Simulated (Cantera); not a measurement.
SiC + Si + N2 (sublimation and decomposition of ceramics)

Feed: 1 mol SiC, 0.0032 mol Si, 0.13 mol N2, at 4.60 mbar.

Equilibrium computed with Cantera from the NASA thermochemical tables; the gas is ideal and each condensed phase is pure. Candidate condensed phases: C, Si, SiC, Si3N4; 32 gas species. Ions and electrons are included (thermal ionisation). The tables' values for SiN are old estimates; treat these amounts as uncertain. Kinetics and transport are ignored.

At 2500 K the condensed part is C(graphite) + SiC(s). From 3000 K to 5000 K nothing is condensed. The main Si-bearing gas is Si throughout.

```json
[
 {"T (K)": "2500", "x N2": "0.648", "x Si": "0.247", "x C": "3.62e-5", "x SiC2": "0.0641", "x C3": "0.000108", "x N": "3.47e-6", "x C2": "9.96e-6", "x Si2C": "0.0354", "x CN": "0.00122", "x e-": "4.01e-7", "x Si+": "6.59e-7", "n C(graphite)": "0.0412", "n SiC(s)": "0.926"},
 {"T (K)": "3000", "x N2": "0.100", "x Si": "0.493", "x C": "0.00969", "x SiC2": "0.322", "x C3": "0.0462", "x N": "6.51e-5", "x C2": "0.00533", "x Si2C": "0.00595", "x CN": "0.0134", "x e-": "1.90e-5", "x Si+": "2.38e-5", "n C(graphite)": "0", "n SiC(s)": "0"},
 {"T (K)": "3500", "x N2": "0.0644", "x Si": "0.568", "x C": "0.151", "x SiC2": "0.0590", "x C3": "0.0811", "x N": "0.000829", "x C2": "0.0389", "x Si2C": "0.000236", "x CN": "0.0333", "x e-": "0.000253", "x Si+": "0.000270", "n C(graphite)": "0", "n SiC(s)": "0"},
 {"T (K)": "4000", "x N2": "0.0488", "x Si": "0.486", "x C": "0.406", "x SiC2": "0.00150", "x C3": "0.00494", "x N": "0.00578", "x C2": "0.0202", "x Si2C": "4.29e-6", "x CN": "0.0234", "x e-": "0.00153", "x Si+": "0.00154", "n C(graphite)": "0", "n SiC(s)": "0"},
 {"T (K)": "4500", "x N2": "0.0419", "x Si": "0.458", "x C": "0.447", "x SiC2": "2.41e-5", "x C3": "7.43e-5", "x N": "0.0272", "x C2": "0.00316", "x Si2C": "1.11e-7", "x CN": "0.00943", "x e-": "0.00638", "x Si+": "0.00638", "n C(graphite)": "0", "n SiC(s)": "0"},
 {"T (K)": "5000", "x N2": "0.0208", "x Si": "0.425", "x C": "0.440", "x SiC2": "7.18e-7", "x C3": "1.95e-6", "x N": "0.0706", "x C2": "0.000593", "x Si2C": "5.17e-9", "x CN": "0.00313", "x e-": "0.0199", "x Si+": "0.0199", "n C(graphite)": "0", "n SiC(s)": "0"}
]
```
x: gas mole fraction; n: condensed amount in mol.
